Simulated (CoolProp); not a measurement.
Vapour-liquid equilibrium of R143a (1) + dimethyl ether (2) at 0.375 MPa; x and y are mole fractions of (1).

Computed with CoolProp (multi-fluid Helmholtz-energy mixture model, Lemmon and Jacobsen 2000 and Wu 2011; pair parameters Bell 2016).

```json
[
 {"x": "0.05", "bubble temperature (K)": "281.1", "y at the bubble point": "0.109", "dew temperature at overall composition x (K)": "282.3", "liquid density (mol/L)": "14.77"},
 {"x": "0.125", "bubble temperature (K)": "278.1", "y at the bubble point": "0.249", "dew temperature at overall composition x (K)": "280.7", "liquid density (mol/L)": "14.62"},
 {"x": "0.2", "bubble temperature (K)": "___", "y at the bubble point": "0.364", "dew temperature at overall composition x (K)": "___", "liquid density (mol/L)": "14.47"},
 {"x": "0.275", "bubble temperature (K)": "273.1", "y at the bubble point": "0.462", "dew temperature at overall composition x (K)": "277.5", "liquid density (mol/L)": "14.32"},
 {"x": "0.35", "bubble temperature (K)": "270.9", "y at the bubble point": "0.546", "dew temperature at overall composition x (K)": "275.8", "liquid density (mol/L)": "___"},
 {"x": "0.425", "bubble temperature (K)": "269.0", "y at the bubble point": "0.619", "dew temperature at overall composition x (K)": "274.0", "liquid density (mol/L)": "13.99"},
 {"x": "0.5", "bubble temperature (K)": "267.2", "y at the bubble point": "0.684", "dew temperature at overall composition x (K)": "272.1", "liquid density (mol/L)": "13.83"},
 {"x": "0.575", "bubble temperature (K)": "265.6", "y at the bubble point": "0.742", "dew temperature at overall composition x (K)": "270.2", "liquid density (mol/L)": "13.67"},
 {"x": "0.65", "bubble temperature (K)": "264.0", "y at the bubble point": "0.795", "dew temperature at overall composition x (K)": "268.2", "liquid density (mol/L)": "13.51"},
 {"x": "0.725", "bubble temperature (K)": "262.6", "y at the bubble point": "0.844", "dew temperature at overall composition x (K)": "266.1", "liquid density (mol/L)": "13.35"},
 {"x": "0.8", "bubble temperature (K)": "___", "y at the bubble point": "0.890", "dew temperature at overall composition x (K)": "263.9", "liquid density (mol/L)": "13.19"},
 {"x": "0.875", "bubble temperature (K)": "260.0", "y at the bubble point": "0.933", "dew temperature at overall composition x (K)": "___", "liquid density (mol/L)": "13.03"},
 {"x": "0.95", "bubble temperature (K)": "258.8", "y at the bubble point": "0.974", "dew temperature at overall composition x (K)": "259.5", "liquid density (mol/L)": "12.88"}
]
```

What belongs in the gaps?


- 0.2, bubble temperature (K): 275.4
- 0.2, dew temperature at overall composition x (K): 279.2
- 0.35, liquid density (mol/L): 14.16
- 0.8, bubble temperature (K): 261.3
- 0.875, dew temperature at overall composition x (K): 261.7

No azeotrope shows between x = 0.05 and 0.95.

Pair parameters are fitted to limited data, so mixtures are less certain than the pure fluids.
